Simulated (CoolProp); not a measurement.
A single-stage vapour-compression cycle with methanol: evaporating at 300.15 K (dew point), condensing at 356.15 K (bubble point), superheat 5 K, subcooling 2 K, compressor efficiency 0.6, no pressure losses. Each further row changes one setting.

Model: reference Helmholtz-energy equation of state, de Reuck 1993, in CoolProp.

| case | cooling COP | pressure ratio | discharge temperature (K) | refrigerating effect (kJ/kg) | volumetric capacity (kJ/m³) |
|---|---|---|---|---|---|
| as stated | 2.74 | 10.7 | 527.5 | 1030 | 250 |
| evaporating temperature 305.15 K | 3.11 | 8.32 | 508.1 | 1040 | 318 |
| condensing temperature 351.15 K | 3.05 | 8.96 | 509.9 | 1050 | 253 |
| subcooling 7 K | 2.78 | 10.7 | 527.5 | 1050 | 253 |
| superheat 15 K | 2.68 | 10.7 | 545.8 | 1050 | 245 |
| compressor efficiency 0.5 | 2.29 | 10.7 | 565.0 | 1030 | 250 |
